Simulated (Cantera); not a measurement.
A Cantera script and its output.

```python
import numpy as np
import cantera as ct

gas = ct.Solution("h2o2.yaml")
gas.TPX = 325, 13332, {'H2': 1, 'O2': 0.877, 'N2': 3.3}
flame = ct.FreeFlame(gas, width=0.16)
flame.set_refine_criteria(ratio=3, slope=0.08, curve=0.16)
flame.transport_model = "mixture-averaged"
flame.solve(loglevel=0, auto=True)
z, T = flame.grid, flame.T
thick = (T[-1] - T[0]) / np.gradient(T, z).max()
show = ['H2', 'O2', 'H', 'H2O', 'O', 'HO2']
print(f"laminar burning velocity  {flame.velocity[0] * 100:.3f} cm/s")
print(f"burnt temperature         {T[-1]:.1f} K")
print(f"thermal thickness         {thick * 1e3:.4f} mm")
print(f"grid points               {len(z)}")
z0 = z[flame.heat_release_rate.argmax()]
print(f"{'z/mm':>9s}{'T/K':>9s}{'u/(m/s)':>9s}" + "".join(f"{s:>11s}" for s in show))
rows = []
for k in (-3, -2, -1.5, -1, -0.5, -0.25, 0, 0.25, 0.5, 1, 2, 4, 8):
    zz = z0 + k * thick
    rows.append([k * thick, np.interp(zz, z, T), np.interp(zz, z, flame.velocity),
                 *(np.interp(zz, z, flame.X[gas.species_index(s)]) for s in show)])
    print(f"{rows[-1][0] * 1e3:9.3f}{rows[-1][1]:9.1f}{rows[-1][2]:9.3f}" + "".join(f"{x:11.3e}" for x in rows[-1][3:]))
```

Result:

```
laminar burning velocity  112.780 cm/s
burnt temperature         1779.8 K
thermal thickness         4.5293 mm
grid points               107
     z/mm      T/K  u/(m/s)         H2         O2          H        H2O          O        HO2
  -13.588    325.0    1.128  1.932e-01  1.694e-01  9.233e-17  2.658e-11  2.622e-13  1.205e-12
   -9.059    325.0    1.128  1.931e-01  1.694e-01  5.202e-15  2.468e-09  1.452e-11  1.311e-10
   -6.794    325.0    1.128  1.930e-01  1.694e-01  7.193e-14  3.697e-08  1.549e-10  2.203e-09
   -4.529    325.2    1.127  1.921e-01  1.696e-01  2.989e-11  1.715e-06  4.006e-09  1.246e-07
   -2.265    353.9    1.208  1.779e-01  1.719e-01  1.192e-05  1.304e-03  1.756e-06  8.023e-05
   -1.132    612.1    2.030  1.376e-01  1.665e-01  2.766e-03  2.555e-02  1.096e-04  6.414e-05
    0.000    959.4    3.113  7.430e-02  1.394e-01  1.489e-02  8.799e-02  2.692e-03  2.539e-05
    1.132   1202.4    3.879  2.586e-02  1.020e-01  2.314e-02  1.524e-01  8.085e-03  1.440e-05
    2.265   1330.9    4.279  1.283e-02  8.842e-02  2.087e-02  1.746e-01  9.983e-03  1.051e-05
    4.529   1460.5    4.669  9.561e-03  8.383e-02  1.401e-02  1.847e-01  9.020e-03  7.866e-06
    9.059   1578.8    5.015  7.243e-03  8.182e-02  7.579e-03  1.927e-01  6.630e-03  5.768e-06
   18.117   1671.8    5.279  4.528e-03  8.086e-02  3.241e-03  1.999e-01  4.024e-03  3.880e-06
   36.234   1731.5    5.446  2.291e-03  8.075e-02  1.076e-03  2.052e-01  2.002e-03  2.265e-06
```

Detailed kinetics in Cantera: the H2/O2 subset of GRI-Mech 3.0, which has no nitrogen chemistry. Burning velocities carry a grid error of a few per cent, more on coarse grids. Lean hydrogen flames are cellular in practice and burn faster than this planar one.
